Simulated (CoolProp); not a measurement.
A single-stage vapour-compression cycle with nitrous oxide: evaporating at 204.15 K (dew point), condensing at 267.15 K (bubble point), superheat 2 K, subcooling 2 K, compressor efficiency 0.9, no pressure losses. Each further row changes one setting.

The numbers come from the reference Helmholtz-energy equation of state, Lemmon 2006 in CoolProp. It is a short technical equation, of lower accuracy than the large ones.

| case | cooling COP | pressure ratio | discharge temperature (K) | refrigerating effect (kJ/kg) | volumetric capacity (kJ/m³) |
|---|---|---|---|---|---|
| as stated | 2.02 | 9.33 | 358.3 | 238 | 1850 |
| evaporating temperature 209.15 K | 2.31 | ? | 347.5 | 241 | ? |
| condensing temperature 262.15 K | 2.27 | 8.14 | 347.2 | 249 | 1930 |
| subcooling 7 K | ? | 9.33 | 358.3 | 249 | 1930 |
| superheat 12 K | 1.98 | 9.33 | 372.9 | ? | 1810 |
| compressor efficiency 0.8 | 1.79 | 9.33 | 372.4 | 238 | 1850 |

Q: What belongs in the gaps?

A: 
- evaporating temperature 209.15 K, pressure ratio: 7.40
- evaporating temperature 209.15 K, volumetric capacity (kJ/m³): 2320
- subcooling 7 K, cooling COP: 2.10
- superheat 12 K, refrigerating effect (kJ/kg): 247
